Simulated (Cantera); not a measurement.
Feed: 1 mol Cr, 6.5 mol O2, 8.9 mol H2, equilibrated at 33.0 mbar.

Method: chemical equilibrium by Gibbs-energy minimisation in Cantera with the NASA 1993 tables (ideal gas, pure condensed phases). Candidate condensed phases: Cr, Cr2O3, H2O; 13 gas species. Gases not in the tables: CrO2(OH)2. Rates play no part.

**Question.** Which condensed phases are stable at each of these points (T (K)): 1875, 1925, 1975, 2025, 2075, 2125, 2175, 2225, 2275, 2325, 2375, 2425, 2475, 2525?

**Answer.** 
| T (K) | condensed phases | Cr condensed (%) |
|---|---|---|
| 1875 | Cr2O3(s) | 100.0 |
| 1925 | Cr2O3(s) | 99.9 |
| 1975 | Cr2O3(s) | 99.8 |
| 2025 | Cr2O3(s) | 99.6 |
| 2075 | Cr2O3(s) | 99.3 |
| 2125 | Cr2O3(s) | 98.7 |
| 2175 | Cr2O3(s) | 97.6 |
| 2225 | Cr2O3(s) | 95.7 |
| 2275 | Cr2O3(s) | 92.5 |
| 2325 | Cr2O3(s) | 86.9 |
| 2375 | Cr2O3(s) | 77.5 |
| 2425 | Cr2O3(s) | 61.5 |
| 2475 | Cr2O3(s) | 33.9 |
| 2525 | gas only | 0.0 |

From 1875 K to 2475 K the condensed part is Cr2O3(s). At 2525 K nothing is condensed. The share of Cr in condensed phases is highest at 1875 K (100.0 %) and lowest at 2525 K (0.0 %).
